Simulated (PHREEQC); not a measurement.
A solution holds 0.0016 mol NH4Cl, 0.23 mol KOH and 0.21 mol NaCl per kg of water, at 35 °C. Closed to the air; pH follows from the charge balance.

Model: ion-association model, phreeqc.dat, run in PHREEQC.

Each row changes one thing in this solution. This is a speciation only: nothing precipitates in the calculation.

```
case                                         pH  NH4+ (mol/kgw)  SI of Sylvite (KCl)
-----------------------------------  ----------  --------------  -------------------
as made                                   12.85         3.70e-7                -2.63
NaCl from 0.21 to 0.189 mol/kgw           12.85         3.63e-7           (withheld)
0.04 mol/kgw TMAH added                   12.92         3.26e-7                -2.64
NH4Cl from 0.0016 to 0.0008 mol/kgw       12.85         1.84e-7                -2.64
diluted 100-fold with water          (withheld)         1.50e-7           (withheld)
temperature from 35 to 25 °C         (withheld)      (withheld)                -2.58
NaCl left out                             12.88         2.96e-7                -4.69
```

Problem. What belongs in the gaps?

Solution. 
- NaCl from 0.21 to 0.189 mol/kgw, SI of Sylvite (KCl): -2.67
- diluted 100-fold with water, pH: 11.01
- diluted 100-fold with water, SI of Sylvite (KCl): -6.32
- temperature from 35 to 25 °C, pH: 13.17
- temperature from 35 to 25 °C, NH4+ (mol/kgw): 3.49e-7

(CH3)4N+ isn't in the database: it is added as a free cation with an ion size of 4 Å.
